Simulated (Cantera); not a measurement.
# Transport properties of process gases

Gas mixture: N₂ : H₂ = 0.72 : 0.53 (molar parts), at 97.5 Torr, frozen composition.

Cantera's kinetic-theory transport with the Lennard-Jones parameters of GRI-Mech 3.0, ideal gas; thermal conductivity in the mixture-averaged form.

```csv
T (K),ρ (kg/m³),cp (J/kg/K),μ (µPa s),λ (mW/m/K),Pr,D (cm²/s) H₂,D (cm²/s) NH₃,D (cm²/s) OH
400,0.0664,1725,21.6,83.8,0.445,9.89,4.28,5.81
600,0.0443,1750,28.5,112,0.448,19.5,8.94,11.5
800,0.0332,1803,34.5,138,0.452,31.5,14.8,18.7
1000,0.0266,1863,40.0,164,0.455,45.6,21.8,27.1
1200,0.0221,1916,45.0,189,0.456,61.7,29.7,36.7
1400,0.0190,1964,49.7,214,0.456,79.6,38.6,47.4
1600,0.0166,2006,54.2,239,0.455,99.3,48.3,59.1
1800,0.0148,2043,58.5,263,0.454,121,58.8,71.8
2000,0.0133,2075,62.6,286,0.454,144,70.2,85.5
```
D: mixture-averaged diffusion coefficient of that species in the mixture.
